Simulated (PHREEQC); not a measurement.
2.3 g of hydrous ferric oxide (600 m²/g; 0.2 weak and 0.005 strong sites per Fe, Dzombak-Morel constants, diffuse double layer) in 1 kg of water with 0.1 mol/kgw of an inert sodium salt and 0.038 mmol/kgw Na2HAsO4 and 0.056 mmol/kgw ZnCl2, at 25 °C; the pH is set by adding NaOH or the inert anion's acid. O2 is buffered at 0.21 atm. CO2 from the air is kept out. No solid was allowed to form.

Base run: PHREEQC, ion-association model, wateq4f.dat. Each further column changes one thing. The table gives Zn sorbed (%).

| pH | base | no electrostatic term (-no_edl) | background salt from 0.1 to 0.01 mol/kgw | oxide from 2.3 to 12 g/kgw | 0.0071 mol/kgw CaCl2 added |
|---|---|---|---|---|---|
| 3 | 0.0 | 0.0 | 0.0 | 0.0 | 0.0 |
| 3.67 | 0.1 | 0.1 | 0.1 | 0.3 | 0.1 |
| 4.33 | 1.0 | 1.2 | 1.0 | 4.7 | 0.9 |
| 5 | 13.1 | 19.7 | 13.0 | 44.3 | 12.8 |
| 5.67 | 64.3 | 79.7 | 64.1 | 92.0 | 62.9 |
| 6.33 | 95.6 | 98.6 | 95.9 | 99.4 | 94.1 |
| 7 | 99.7 | 99.9 | 99.8 | 100.0 | 98.9 |
| 7.67 | 100.0 | 100.0 | 100.0 | 100.0 | 99.8 |
| 8.33 | 100.0 | 100.0 | 100.0 | 100.0 | 99.9 |
| 9 | 100.0 | 100.0 | 100.0 | 100.0 | 99.9 |
| 9.67 | 100.0 | 100.0 | 100.0 | 100.0 | 99.3 |
| 10.33 | 100.0 | 99.1 | 100.0 | 100.0 | 95.0 |
| 11 | 100.0 | 81.3 | 100.0 | 100.0 | 62.8 |

The database has no arsenate complexes of Zn. The oxide is taken as insoluble; below pH 4 it would dissolve. In at least one series the solution becomes supersaturated in solids that the run did not let form, among them Zn(OH)2-e. The database has no arsenate complexes of Zn, Ca.
